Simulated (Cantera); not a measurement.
Cantera run:

```python
import numpy as np
import cantera as ct

gas_names = """
    C CN CO CO2 C2 CCN CNC C2N2 C2O C3 C3O2 C4 C4N2 C5 N NCO NO NO2 NO3 N2 N2O O O2 O3 Si SiC SiC2 SiN
    SiO SiO2 Si2 Si2C Si2N Si3
""".split()
cond_names = """
    C(gr) Si(cr) Si(L) SiC(b) SiO2(Lqz) SiO2(hqz) SiO2(L) Si2N2O(s) Si3N4(a)
""".split()


# ... load() reads the species with a 1 bar reference pressure and builds the phases ...
atoms = {
    'SiO2': {'Si': 1, 'O': 2},
    'C': {'C': 1},
    'N2': {'N': 2},
}
top_T = {'C(gr)': 4500, 'SiC(b)': 3050, 'Si2N2O(s)': 2100, 'Si3N4(a)': 2400}  # K; cautious upper limits of use, not melting points


# ... equilibrate(T, P, feed) seeds the gas with the atoms and calls Mixture.equilibrate('TP', solver="vcs", rtol=1e-11, max_steps=5000) ...
results = []
feed = {'SiO2': 1, 'C': 1.9, 'N2': 19}  # mol
T = 2025  # K
P = 87  # Pa
mix = equilibrate(T, P, feed)
results.append((T, P, feed, dict(zip(mix.species_names, mix.species_moles))))
x = sorted(zip(gas.X, gas.species_names), reverse=True)
print(f"T = {T:g} K  P = {P:g} Pa  gas = {mix.phase_moles(0):.4g} mol")
print("   x: " + "  ".join(f"{s} {v:.3e}" for v, s in x if v > 0.001))
print("   condensed (mol): " + ("  ".join(f"{mix.phase(i).name} {mix.phase_moles(i):.4g}"
      for i in range(1, mix.n_phases) if mix.phase_moles(i) > 1e-12) or "none"))
```

Output:

```
T = 2025 K  P = 87 Pa  gas = 21.41 mol
   x: N2 8.873e-01  CO 7.737e-02  Si 1.844e-02  SiO 1.605e-02
   condensed (mol): SiC(b) 0.2297
```

Equilibrium computed with Cantera from the NASA thermochemical tables; the gas is ideal and each condensed phase is pure. The tables' values for SiN are old estimates; treat these amounts as uncertain.
